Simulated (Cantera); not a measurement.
Mixture: 15.9 % CH4, 1.91 % H2, 17.2 % O2, 65.0 % N2, equivalence ratio 1.9, at 278 Torr, adiabatic and at constant pressure. Ignition delay is the time to a rise of 400 K.

Computed with Cantera and GRI-Mech 3.0 (53 species, 325 reactions).

Task: Predict: delay at 1150 K; delay at 1300 K; delay at 1450 K; delay at 1600 K; apparent activation energy between 1525 and 1675 K.

Result: 
```
Property                                                 Value
--------------------------------------------------  ----------
delay at 1150 K                                        84.2 ms
delay at 1300 K                                        13.9 ms
delay at 1450 K                                        2.93 ms
delay at 1600 K                                       0.854 ms
apparent activation energy between 1525 and 1675 K  150 kJ/mol
```
